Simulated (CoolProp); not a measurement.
Vapour-liquid equilibrium of dimethyl ether (1) + n-hexane (2) at 0.0757 MPa; x and y are mole fractions of (1).

Values from CoolProp's multi-fluid Helmholtz-energy mixture model, Wu 2011 and Thol 2019; pair parameters Bell 2016.

**Question.** Give the bubble temperature and the first vapour's composition at x = 0.45, 0.55, 0.65. Is there an azeotrope?

**Answer.** x = 0.45: 254.5 K, y = 0.982; x = 0.55: 251.4 K, y = 0.987; x = 0.65: 249.0 K, y = 0.991. No azeotrope shows between x = 0.05 and 0.95.

Pair parameters are fitted to limited data, so mixtures are less certain than the pure fluids.
